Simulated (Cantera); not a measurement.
Mixture: 14.5 % H2, 18.0 % O2, 67.5 % N2, equivalence ratio 0.40, at 500000 Pa, adiabatic and at constant pressure. Ignition delay is the time to a rise of 400 K.

Detailed kinetics in Cantera: the H2/O2 subset of GRI-Mech 3.0, which has no nitrogen chemistry. The hydrogen kinetics of GRI-Mech 3.0 are dated; newer H2 mechanisms differ, most at raised pressure. Below about 950 K walls govern HO2 and H2O2 in real vessels.

### Question
At T0 = 925 K, what is the delay, and which 8 reactions control it most (d ln τ / d ln k, from doubling and halving each rate constant)?

### Answer
The delay is 0.134 s.
```json
[
 {"reaction": "2 OH (+M) <=> H2O2 (+M)", "d ln τ / d ln k": "-0.61", "faster rate": "shortens it"},
 {"reaction": "H + H2O2 <=> H2 + HO2", "d ln τ / d ln k": "-0.52", "faster rate": "shortens it"},
 {"reaction": "H + O2 <=> O + OH", "d ln τ / d ln k": "-0.42", "faster rate": "shortens it"},
 {"reaction": "H + O2 + N2 <=> HO2 + N2", "d ln τ / d ln k": "0.23", "faster rate": "lengthens it"},
 {"reaction": "2 HO2 <=> H2O2 + O2", "d ln τ / d ln k": "0.13", "faster rate": "lengthens it"},
 {"reaction": "H + O2 + M <=> HO2 + M", "d ln τ / d ln k": "0.07", "faster rate": "lengthens it"},
 {"reaction": "2 HO2 <=> H2O2 + O2", "d ln τ / d ln k": "0.07", "faster rate": "lengthens it"},
 {"reaction": "H + O2 + O2 <=> HO2 + O2", "d ln τ / d ln k": "0.05", "faster rate": "lengthens it"}
]
```
